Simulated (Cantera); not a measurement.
## Premixed flame

A freely propagating, adiabatic, planar premixed flame of H₂ : O₂ : N₂ = 1 : 0.641 : 2.41 (molar parts), equivalence ratio 0.78, unburnt at 675 K and 7500 Torr; mixture-averaged transport, grid criteria slope 0.08 and curve 0.16, no radiation.

Model: the H2/O2 subset of GRI-Mech 3.0, which has no nitrogen chemistry, integrated in Cantera. The hydrogen kinetics of GRI-Mech 3.0 are dated; newer H2 mechanisms differ, most at raised pressure. Burning velocities carry a grid error of a few per cent, more on coarse grids.

| z (mm) | T (K) | u (m/s) | x H₂ | x O₂ | x OH | x H | x H₂O | x HO₂ |
|---|---|---|---|---|---|---|---|---|
| -0.0793 | 675 | 5.06 | 0.247 | 0.158 | <1e-8 | <1e-8 | 9.31e-8 | <1e-8 |
| -0.0528 | 675 | 5.05 | 0.246 | 0.158 | <1e-8 | <1e-8 | 3.63e-6 | 1.67e-7 |
| -0.0396 | 676 | 5.05 | 0.244 | 0.159 | <1e-8 | <1e-8 | 2.09e-5 | 1.14e-6 |
| -0.0264 | 681 | 5.04 | 0.237 | 0.160 | 1.34e-8 | 1.59e-8 | 0.000282 | 2.19e-5 |
| -0.0132 | 782 | 5.58 | 0.201 | 0.163 | 7.06e-5 | 7.34e-5 | 0.00969 | 0.000856 |
| -0.00661 | 1093 | 7.55 | 0.151 | 0.150 | 0.00103 | 0.00182 | 0.0508 | 0.00109 |
| 0 | 1510 | 10.2 | 0.0896 | 0.114 | 0.00395 | 0.00785 | 0.126 | 0.000606 |
| 0.00661 | 1808 | 12.2 | 0.0455 | 0.0779 | 0.00905 | 0.0119 | 0.189 | 0.000308 |
| 0.0132 | 1979 | 13.3 | 0.0260 | 0.0590 | 0.0130 | 0.0110 | 0.220 | 0.000171 |
| 0.0264 | 2150 | 14.3 | 0.0148 | 0.0480 | 0.0151 | 0.00666 | 0.241 | 8.16e-5 |
| 0.0528 | 2282 | 15.1 | 0.00860 | 0.0441 | 0.0132 | 0.00276 | 0.255 | 3.75e-5 |
| 0.106 | 2362 | 15.6 | 0.00429 | 0.0427 | 0.0100 | 0.000904 | 0.264 | 1.80e-5 |
| 0.211 | 2397 | 15.8 | 0.00221 | 0.0424 | 0.00760 | 0.000338 | 0.268 | 1.14e-5 |
x: mole fraction of selected species; z is measured from the peak of heat release.

```yaml
laminar_burning_velocity: 506 cm/s
thermal_thickness: 0.0264 mm
peak x(OH): 0.0151
peak x(H): 0.0120
peak x(HO₂): 0.00123
grid_points: 107
```
